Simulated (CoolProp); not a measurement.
R1233zd(E) along the isotherm 386.5 K: Z from the reference equation and from simpler models built on Tc = 438.9 K, pc = 3583 kPa, ω = 0.304; each cubic takes its own stable root.

The numbers come from the reference Helmholtz-energy equation of state, Akasaka 2022 in CoolProp.

```csv
p (kPa),phase,reference
995,gas,0.8236
1990,liquid,0.08019
2990,liquid,0.1191
3980,liquid,0.1570
4980,liquid,0.1947
5970,liquid,0.2315
6970,liquid,0.2682
7960,liquid,0.3042
8960,liquid,0.3401
```

Problem. How far does each simpler model (van der Waals, Redlich-Kwong, Soave-Redlich-Kwong) lie from the reference over these 9 states: mean and median of the absolute difference, and the worst?

Solution. 
- van der Waals: mean 130.8 %, median 57.3 %, worst +763.0 % at 386.5 K and 1990 kPa
- Redlich-Kwong: mean 16.9 %, median 17.5 %, worst +24.3 % at 386.5 K and 1990 kPa
- Soave-Redlich-Kwong: mean 12.3 %, median 13.0 %, worst +16.6 % at 386.5 K and 1990 kPa

At some of these states van der Waals gives the other phase, because its saturation line lies elsewhere.
